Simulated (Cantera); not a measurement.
An adiabatic, constant-pressure homogeneous reactor starts with CH₄ : O₂ : N₂ : H₂O = 1 : 1.25 : 4.7 : 0.96 (molar parts), at 1800 K and 6.10 bar. Integrator tolerance rtol = 1e-08.

Computed with Cantera and GRI-Mech 3.0 (53 species, 325 reactions).

```csv
quantity,before,after
time of steepest temperature rise,31.9 µs,0.132 ms
temperature at 0.100 s,2809 K,2711 K
equilibrium temperature,2809 K,2711 K
x(CH₄) at 0.100 s,9.79e-12 (gas-phase equilibrium 1.13e-11),<1e-12 (gas-phase equilibrium <1e-12)
x(O₂) at 0.100 s,0.000589 (gas-phase equilibrium 0.000589),0.00150 (gas-phase equilibrium 0.00150)
x(H₂O) at 0.100 s,0.239 (gas-phase equilibrium 0.239),0.229 (gas-phase equilibrium 0.229)
x(NO₂) at 0.100 s,1.42e-7 (gas-phase equilibrium 1.42e-7),1.38e-7 (gas-phase equilibrium 1.38e-7)
x(H₂O₂) at 0.100 s,1.82e-7 (gas-phase equilibrium 1.82e-7),9.53e-8 (gas-phase equilibrium 9.53e-8)
x(HCO) at 0.100 s,4.95e-7 (gas-phase equilibrium 4.95e-7),1.58e-7 (gas-phase equilibrium 1.58e-7)
x(H) at 0.100 s,0.0104 (gas-phase equilibrium 0.0104),0.0180 (gas-phase equilibrium 0.0180)
```

What was changed between the two runs?
A. initial temperature 1800 to 975 K
B. initial temperature 1800 to 1725 K
C. pressure from 6.10 bar to 1.00 bar
D. initial temperature 1800 to 1600 K

C, pressure from 6.10 bar to 1.00 bar
